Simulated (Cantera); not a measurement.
A closed system holds: 1 mol Ti(NMe2)4, 7.4 mol O2, 1.6 mol H2, at 10.0 mbar.

Equilibrium computed with Cantera from the NASA thermochemical tables; the gas is ideal and each condensed phase is pure. Candidate condensed phases: C, C6H6, C7H8, C8H18, H2O, Ti, TiC, TiN, TiO, TiO2, Ti2O3, Ti3O5, Ti4O7; 139 gas species. The feed counts by its element totals alone. Kinetics and transport are ignored. All values below are at 1800 K.

Base state: H2 0.405, CO 0.305, H2O 0.170, N2 0.0846, CO2 0.0335, H 0.00228, OH 6.30e-5 (mole fractions); condensed: TiO2(rutile).

### Question
What changes in the equilibrium state with this change: O2 from 7.4 to 0.21 mol?

### Answer
```tsv
species	before	after
H2	0.405	0.845
N2	0.0846	0.124
CO	0.305	0.0262
H2O	0.170	6.30e-8
CO2	0.0335	<1e-9
HCN	2.36e-9	0.00198
C2H2 (acetylene)	<1e-9	0.000148
HNC	<1e-9	7.53e-5
OH	6.30e-5	<1e-9
H	0.00228	0.00329
TiO2(rutile), mol	1.000	0
C(graphite), mol	0	6.54
TiC(s), mol	0	1.00
```
TiC: taken at fixed stoichiometry.
